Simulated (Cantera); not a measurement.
A closed system holds: 1 mol BN, 13 mol F2, 0.42 mol H2, at 725 °C.

These are equilibrium values from Cantera (NASA tables, ideal gas, pure condensed phases), not measurements of a reactor. Candidate condensed phases: B, BN; 31 gas species. The numbers say what is thermodynamically allowed, not how fast it happens.

x: gas mole fraction; nothing condenses.

```json
[
 {"P (Pa)": "1", "x F": "0.904", "x F2": "0.000880", "x BF3": "0.0409", "x HF": "0.0343", "x NF3": "1.56e-11", "x N2": "0.0204"},
 {"P (Pa)": "6.80", "x F": "0.898", "x F2": "0.00591", "x BF3": "0.0411", "x HF": "0.0345", "x NF3": "1.86e-9", "x N2": "0.0205"},
 {"P (Pa)": "46", "x F": "0.864", "x F2": "(withheld)", "x BF3": "0.0423", "x HF": "0.0356", "x NF3": "(withheld)", "x N2": "0.0212"},
 {"P (Pa)": "320", "x F": "0.713", "x F2": "0.175", "x BF3": "0.0480", "x HF": "0.0403", "x NF3": "1.52e-5", "x N2": "0.0240"},
 {"P (Pa)": "2200", "x F": "(withheld)", "x F2": "(withheld)", "x BF3": "(withheld)", "x HF": "(withheld)", "x NF3": "(withheld)", "x N2": "0.0291"},
 {"P (Pa)": "15000", "x F": "0.199", "x F2": "0.640", "x BF3": "0.0675", "x HF": "0.0567", "x NF3": "0.00567", "x N2": "0.0309"},
 {"P (Pa)": "100000", "x F": "0.0821", "x F2": "0.726", "x BF3": "0.0741", "x HF": "0.0623", "x NF3": "0.0359", "x N2": "0.0191"}
]
```

**Question.** Complete the blanks.

**Answer.** 
- 46, x F2: 0.0370
- 46, x NF3: 2.00e-7
- 2200, x F: 0.428
- 2200, x F2: 0.435
- 2200, x BF3: 0.0586
- 2200, x HF: 0.0492
- 2200, x NF3: 0.000451
